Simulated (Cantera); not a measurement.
Input: 1 mol Al, 0.1 mol HI, equilibrated at 1275 K.

Method: chemical equilibrium by Gibbs-energy minimisation in Cantera with the NASA 1993 tables (ideal gas, pure condensed phases). Candidate condensed phases: Al, AlI₃, I₂; 11 gas species. Equilibrium is a limit: real reactors are often held back by kinetics, nucleation or transport.

### Question
At 4.20 bar, list the 6 most abundant gas species with their mole fractions, and the condensed phases.

### Answer
H₂ 0.553, AlI₃ 0.329, AlI 0.115, HI 0.00170, Al₂I₆ 0.000466, I 0.000102. Condensed: Al(l).
